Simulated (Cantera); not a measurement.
A diamond (100) surface in a fixed gas of H2 with x(CH4) = 0.0069, x(H) = 0.0019, x(CH3) = 6.1e-05, 35.3 Torr; coverages are run to steady state.

Model: the Harris–Goodwin 1993 mechanism for the reconstructed diamond (100) surface, integrated in Cantera.

θ: site fractions in the mechanism's names (c6HH fully hydrogenated, c6H* and c6*H radical sites, c6** diradical, c6HM methylated).

```
T (K)  growth (µm/h)  θ c6HH  θ c6H*  θ c6*H   θ c6**    θ c6HM
-----  -------------  ------  ------  ------  -------  --------
925            0.988   0.649  0.0119   0.305  0.00517    0.0230
975              ___   0.607     ___     ___      ___       ___
1025            1.37   0.567  0.0201   0.384   0.0108    0.0127
1075            1.26   0.530  0.0249   0.419   0.0146   0.00775
1125           0.926   0.496  0.0300   0.449   0.0189   0.00375
1175           0.610   0.465  0.0352   0.473   0.0236   0.00151
1225             ___   0.437     ___   0.492      ___       ___
1275           0.384   0.414  0.0455   0.507   0.0333  0.000204
1325           0.370   0.394  0.0505   0.517   0.0379   7.54e-5
1375           0.331   0.378  0.0553   0.524   0.0422   2.79e-5
```

Problem. What belongs in the gaps?

Solution. 
- 975, growth (µm/h): 1.23
- 975, θ c6H*: 0.0157
- 975, θ c6*H: 0.346
- 975, θ c6**: 0.00766
- 975, θ c6HM: 0.0178
- 1225, growth (µm/h): 0.441
- 1225, θ c6H*: 0.0404
- 1225, θ c6**: 0.0285
- 1225, θ c6HM: 0.000558
